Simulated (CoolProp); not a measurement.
Vapour-liquid equilibrium of carbon dioxide (1) + R124 (2) at 274.7 K; x and y are mole fractions of (1).

Model: multi-fluid Helmholtz-energy mixture model, Span 1996 and de Vries 1995; pair parameters Bell 2016, in CoolProp.

```json
[
 {"x": "0.05", "bubble pressure (MPa)": "0.3216", "y at the bubble point": "0.466", "dew pressure at overall composition x (MPa)": "0.1820", "liquid density (mol/L)": "10.80"},
 {"x": "0.125", "bubble pressure (MPa)": "0.5358", "y at the bubble point": "0.687", "dew pressure at overall composition x (MPa)": "0.1976", "liquid density (mol/L)": "11.30"},
 {"x": "0.2", "bubble pressure (MPa)": "(withheld)", "y at the bubble point": "(withheld)", "dew pressure at overall composition x (MPa)": "0.2161", "liquid density (mol/L)": "11.83"},
 {"x": "0.275", "bubble pressure (MPa)": "0.9503", "y at the bubble point": "0.835", "dew pressure at overall composition x (MPa)": "0.2383", "liquid density (mol/L)": "12.40"},
 {"x": "0.35", "bubble pressure (MPa)": "1.161", "y at the bubble point": "(withheld)", "dew pressure at overall composition x (MPa)": "0.2653", "liquid density (mol/L)": "13.02"},
 {"x": "0.425", "bubble pressure (MPa)": "1.378", "y at the bubble point": "0.897", "dew pressure at overall composition x (MPa)": "0.2992", "liquid density (mol/L)": "13.68"},
 {"x": "0.5", "bubble pressure (MPa)": "(withheld)", "y at the bubble point": "0.918", "dew pressure at overall composition x (MPa)": "0.3429", "liquid density (mol/L)": "14.41"},
 {"x": "0.575", "bubble pressure (MPa)": "1.850", "y at the bubble point": "0.935", "dew pressure at overall composition x (MPa)": "0.4011", "liquid density (mol/L)": "15.20"},
 {"x": "0.65", "bubble pressure (MPa)": "2.111", "y at the bubble point": "0.949", "dew pressure at overall composition x (MPa)": "0.4828", "liquid density (mol/L)": "16.05"},
 {"x": "0.725", "bubble pressure (MPa)": "2.392", "y at the bubble point": "0.962", "dew pressure at overall composition x (MPa)": "0.6051", "liquid density (mol/L)": "16.97"},
 {"x": "0.8", "bubble pressure (MPa)": "2.695", "y at the bubble point": "0.973", "dew pressure at overall composition x (MPa)": "0.8070", "liquid density (mol/L)": "(withheld)"},
 {"x": "0.875", "bubble pressure (MPa)": "(withheld)", "y at the bubble point": "0.984", "dew pressure at overall composition x (MPa)": "1.193", "liquid density (mol/L)": "19.03"},
 {"x": "0.95", "bubble pressure (MPa)": "(withheld)", "y at the bubble point": "0.993", "dew pressure at overall composition x (MPa)": "2.130", "liquid density (mol/L)": "20.13"}
]
```

Q: Fill in the missing entries.

A: 
- 0.2, bubble pressure (MPa): 0.7435
- 0.2, y at the bubble point: 0.781
- 0.35, y at the bubble point: 0.870
- 0.5, bubble pressure (MPa): 1.607
- 0.8, liquid density (mol/L): 17.97
- 0.875, bubble pressure (MPa): 3.022
- 0.95, bubble pressure (MPa): 3.377

No azeotrope shows between x = 0.05 and 0.95.

Pair parameters are fitted to limited data, so mixtures are less certain than the pure fluids.
